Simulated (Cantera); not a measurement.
A closed system holds: 1 mol H2S, 0.26 mol H2, held at 82.0 bar.

These are equilibrium values from Cantera (NASA tables, ideal gas, pure condensed phases), not measurements of a reactor. Candidate condensed phases: S; 7 gas species. The ideal-gas law is rough above about 30 bar. Gases not in the tables: S3 to S7. Equilibrium is a limit: real reactors are often held back by kinetics, nucleation or transport. All values below are at 927 °C.

Base state: H2S 0.793, H2 0.207, S2 0.000359, SH 3.15e-5 (mole fractions); condensed: gas only.

What changes in the equilibrium state with this change: H2 from 0.26 to 0.062 mol?


```csv
species,before,after
H2S,0.793,0.928
H2,0.207,0.0674
S2,0.000359,0.00464
SH,3.15e-5,6.46e-5
```

What changes in the equilibrium state with this change: pressure from 82.0 bar to 1.33 mbar?


| species | before | after |
|---|---|---|
| H2 | 0.207 | 0.578 |
| H2S | 0.793 | 0.214 |
| S2 | 0.000359 | 0.207 |
| SH | 3.15e-5 | 0.00126 |
